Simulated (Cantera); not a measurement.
Charge: 1 mol B2O3, 5.9 mol H2O, at 1423.15 K and 1.43 Torr.

These are equilibrium values from Cantera (NASA tables, ideal gas, pure condensed phases), not measurements of a reactor. Candidate condensed phases: B, B2O3, B3O3H3, H2O; 23 gas species. Gases not in the tables: H3BO3. Kinetics and transport are ignored.

Base state: H2O 0.760, HBO2 0.236, B2O3 0.00217, H2 0.000653, O2 0.000293, (HBO2)3 0.000164, OH 9.87e-5, BO2 3.81e-5 (mole fractions); condensed: B2O3(l).

**Question.** What changes in the equilibrium state with this change: pressure from 1.43 Torr to 100 Torr?

**Answer.** 
```csv
species,before,after
H2O,0.760,0.966
HBO2,0.236,0.0318
(HBO2)3,0.000164,0.00197
B2O3,0.00217,3.09e-5
BO2,3.81e-5,1.15e-6
H2,0.000653,0.000184
OH,9.87e-5,2.82e-5
O2,0.000293,8.48e-5
"B2O3(l), mol",0.192,0.887
```
